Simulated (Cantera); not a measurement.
Input: 1 mol Si2H6, 0.32 mol O2, equilibrated at 0.0975 Torr.

These are equilibrium values from Cantera (NASA tables, ideal gas, pure condensed phases), not measurements of a reactor. Candidate condensed phases: H2O, Si, SiO2; 18 gas species. The feed counts by its element totals alone. Mutual solubility and eutectic melting of coexisting phases are not modelled. The tables hold silica as quartz up to 1696 K and as liquid above; real silica turns to tridymite and cristobalite and melts near 1996 K. Gases not in the tables: Si2H6 and higher silanes. Rates play no part.

x: gas mole fraction; n: condensed amount in mol.

```
T (K)   x H2      x Si   x SiO       x H     x Si2     x SiH     x Si3  n Si(s)  n SiO2(β-quartz)  n Si(l)
-----  -----  --------  ------  --------  --------  --------  --------  -------  ----------------  -------
1275   0.969   1.48e-7  0.0314   6.36e-5  2.84e-11   1.59e-8  2.95e-12     1.63             0.271        0
1375   0.824   3.16e-6   0.176  0.000273   1.52e-9   1.84e-7  2.08e-10     1.36                 0        0
1475   0.823         ?   0.176         ?         ?         ?         ?     1.36                 0        0
1575   0.821  0.000442   0.175   0.00330   9.39e-7   1.09e-5   1.97e-7     1.36                 0        0
1675   0.813         ?   0.174         ?         ?         ?         ?     1.35                 0        0
1775   0.789    0.0169   0.171    0.0226   9.45e-5  0.000210   2.28e-5        0                 0     1.29
1875   0.721    0.0697   0.159    0.0488  0.000523  0.000625  0.000120        0                 0     1.07
1975   0.535     0.249   0.124    0.0878   0.00242   0.00149  0.000526        0                 0   0.0327
2075   0.472     0.247   0.118     0.161  0.000963   0.00111   6.29e-5        0                 0        0
```

### Question
Fill in the missing entries.

### Answer

- 1475, x Si: 4.42e-5
- 1475, x H: 0.00103
- 1475, x Si2: 4.72e-8
- 1475, x SiH: 1.63e-6
- 1475, x Si3: 8.12e-9
- 1675, x Si: 0.00334
- 1675, x H: 0.00918
- 1675, x Si2: 1.30e-5
- 1675, x SiH: 5.76e-5
- 1675, x Si3: 3.22e-6
